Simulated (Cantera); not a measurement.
Input: 1 mol PbO, 0.055 mol CO, 0.24 mol H₂, at 525 °C and 0.750 bar.

Equilibrium computed with Cantera from the NASA thermochemical tables; the gas is ideal and each condensed phase is pure. Candidate condensed phases: C, C₆H₆, C₇H₈, C₈H₁₈, H₂O, Pb, PbO, PbO₂, Pb₃O₄; 113 gas species. Rates play no part.

Problem. What is the equilibrium state?

Solution. 
| Quantity | Value |
|---|---|
| x(H₂O) | 0.814 |
| x(CO₂) | 0.186 |
| x(H₂) | 5.08e-5 |
| x(CO) | 2.72e-6 |
| n(Pb(l)) | 0.295 mol |
| n(PbO(yellow)) | 0.705 mol |
| gas amount | 0.2950 mol |
| log10 activity of C(graphite) (absent) | -8.50 |
| log10 activity of Pb₃O₄(s) (absent) | -9.72 |
| log10 activity of PbO₂(s) (absent) | -10.55 |
